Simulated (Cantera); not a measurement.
A Cantera script and its output.

```python
import numpy as np
import cantera as ct

gas = ct.Solution("gri30.yaml")
gas.TPX = 1450, 1600, {'H2': 0.012, 'O2': 1}
inlet = ct.Reservoir(gas, clone=True)

reactor = ct.IdealGasConstPressureReactor(gas, energy="off", clone=False)
exhaust = ct.Reservoir(gas, clone=True)
tau = [1.1, 0.57, 0.3, 0.15, 0.08, 0.042, 0.022, 0.011, 0.0059, 0.003, 0.0016][0]
for a, b in ((inlet, reactor), (reactor, exhaust)):
    ct.MassFlowController(a, b, mdot=lambda t: reactor.mass / tau)
net = ct.ReactorNet([reactor])
show = ['H2', 'O2', 'OH', 'H2O', 'H2O2', 'HO2']

rows = []
print(f"{'tau/s':>10s}{'T/K':>9s}" + "".join(f"{s:>11s}" for s in show))
for tau in [1.1, 0.57, 0.3, 0.15, 0.08, 0.042, 0.022, 0.011, 0.0059, 0.003, 0.0016]:
    net.initial_time = 0.0
    net.advance(30 * tau)
    before = gas.X
    net.advance(40 * tau)
    drift = np.max(np.abs(gas.X - before) / (gas.X + 1e-9))
    rows.append([gas.T, *gas[show].X, drift])
    print(f"{tau:10.3e}{gas.T:9.1f}" + "".join(f"{x:11.3e}" for x in gas[show].X))
```

Output:

```
     tau/s      T/K         H2         O2         OH        H2O       H2O2        HO2
 1.100e+00   1450.0  2.732e-05  9.842e-01  1.015e-03  1.134e-02  7.235e-09  2.645e-07
 5.700e-01   1450.0  3.850e-05  9.829e-01  1.184e-03  1.121e-02  8.353e-09  3.166e-07
 3.000e-01   1450.0  5.309e-05  9.815e-01  1.345e-03  1.108e-02  9.349e-09  3.653e-07
 1.500e-01   1450.0  7.503e-05  9.800e-01  1.500e-03  1.094e-02  1.027e-08  4.113e-07
 8.000e-02   1450.0  1.050e-04  9.789e-01  1.620e-03  1.082e-02  1.100e-08  4.454e-07
 4.200e-02   1450.0  1.553e-04  9.781e-01  1.730e-03  1.069e-02  1.174e-08  4.747e-07
 2.200e-02   1450.0  2.442e-04  9.777e-01  1.846e-03  1.052e-02  1.264e-08  5.027e-07
 1.100e-02   1450.0  4.211e-04  9.775e-01  2.004e-03  1.024e-02  1.403e-08  5.371e-07
 5.900e-03   1450.0  7.103e-04  9.777e-01  2.194e-03  9.837e-03  1.583e-08  5.752e-07
 3.000e-03   1450.0  1.272e-03  9.782e-01  2.446e-03  9.130e-03  1.833e-08  6.221e-07
 1.600e-03   1450.0  2.186e-03  9.790e-01  2.667e-03  8.096e-03  2.062e-08  6.613e-07
```

Cantera simulation using GRI-Mech 3.0 (53 species, 325 reactions); the numbers are that mechanism's predictions, not measurements. Radical loss at walls, strong at low pressure, is not modelled.
